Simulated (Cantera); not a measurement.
## Pyrogenic steam for wet oxidation

An isothermal, constant-pressure homogeneous reactor starts with 10.0 % H₂, 14.9 % O₂, 70.3 % N₂, 4.78 % H₂O, equivalence ratio 0.34, at 1350 K and 0.240 bar.

Computed with Cantera and the H2/O2 subset of GRI-Mech 3.0, which has no nitrogen chemistry. The temperature is held fixed by assumption; the heat of reaction is taken as removed at once.

| t (s) | x H₂ | x O₂ | x HO₂ | x H₂O | x H₂O₂ | x OH | x O |
|---|---|---|---|---|---|---|---|
| 5.00e-5 | 0.100 | 0.149 | 3.56e-7 | 0.0478 | 2.39e-9 | 1.65e-6 | 2.20e-6 |
| 0.000211 | 0.0104 | 0.103 | 1.69e-5 | 0.123 | 1.50e-6 | 0.00619 | 0.0162 |
| 0.000889 | 0.00216 | 0.104 | 1.43e-5 | 0.150 | 1.17e-6 | 0.00273 | 0.00276 |
| 0.00375 | 0.000110 | 0.104 | 2.80e-6 | 0.155 | 2.58e-7 | 0.000604 | 0.000136 |
| 0.0158 | 8.46e-6 | 0.105 | 3.06e-7 | 0.156 | 4.56e-8 | 0.000175 | 1.12e-5 |
| 0.0667 | 1.24e-6 | 0.105 | 5.86e-8 | 0.156 | 9.66e-9 | 6.87e-5 | 1.73e-6 |
| 0.281 | 3.04e-7 | 0.105 | 3.10e-8 | 0.156 | 2.81e-9 | 3.41e-5 | 4.28e-7 |
| 1.19 | 2.02e-7 | 0.105 | 3.06e-8 | 0.156 | 1.96e-9 | 2.76e-5 | 2.81e-7 |
| 5.00 | 2.02e-7 | 0.105 | 3.06e-8 | 0.156 | 1.96e-9 | 2.76e-5 | 2.80e-7 |
x: mole fraction; the columns are a selection and need not sum to one.

Equilibrium at this temperature and pressure: H₂ 2.02e-7, O₂ 0.105, HO₂ 3.06e-8, H₂O 0.156, H₂O₂ 1.96e-9, OH 2.76e-5, O 2.80e-7 (gas phase only).
